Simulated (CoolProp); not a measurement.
Vapour pressure (kPa) of 1,2-dichloroethane: the reference equation beside estimates from Tc = 561.6 K, pc = 5226 kPa, ω = 0.269.

Model: reference Helmholtz-energy equation of state, Thol 2015, in CoolProp.

```json
[
 {"T (K)": "298", "reference": "10.44", "Lee-Kesler": "9.697", "van der Waals": "215.0", "Redlich-Kwong": "25.95", "Soave-Redlich-Kwong": "9.911", "Peng-Robinson": "10.49"},
 {"T (K)": "329.9", "reference": "40.41", "Lee-Kesler": "38.74", "van der Waals": "401.4", "Redlich-Kwong": "85.41", "Soave-Redlich-Kwong": "39.16", "Peng-Robinson": "40.26"},
 {"T (K)": "361.7", "reference": "118.4", "Lee-Kesler": "116.4", "van der Waals": "675.5", "Redlich-Kwong": "217.0", "Soave-Redlich-Kwong": "116.7", "Peng-Robinson": "117.7"},
 {"T (K)": "393.5", "reference": "284.4", "Lee-Kesler": "284.4", "van der Waals": "1053", "Redlich-Kwong": "460.9", "Soave-Redlich-Kwong": "284.2", "Peng-Robinson": "283.3"},
 {"T (K)": "425.3", "reference": "589.3", "Lee-Kesler": "595.5", "van der Waals": "1547", "Redlich-Kwong": "858.7", "Soave-Redlich-Kwong": "596.1", "Peng-Robinson": "590.0"},
 {"T (K)": "457.2", "reference": "1096", "Lee-Kesler": "1112", "van der Waals": "2171", "Redlich-Kwong": "1454", "Soave-Redlich-Kwong": "1119", "Peng-Robinson": "1104"},
 {"T (K)": "489", "reference": "1870", "Lee-Kesler": "1898", "van der Waals": "2932", "Redlich-Kwong": "2281", "Soave-Redlich-Kwong": "1921", "Peng-Robinson": "1896"}
]
```

Absolute difference from the reference over all 7 rows, mean and median: Lee-Kesler 2.4 and 1.5 %, van der Waals 558.7 and 270.3 %, Redlich-Kwong 72.2 and 62.1 %, Soave-Redlich-Kwong 2.2 and 2.1 %, Peng-Robinson 0.6 and 0.5 %.
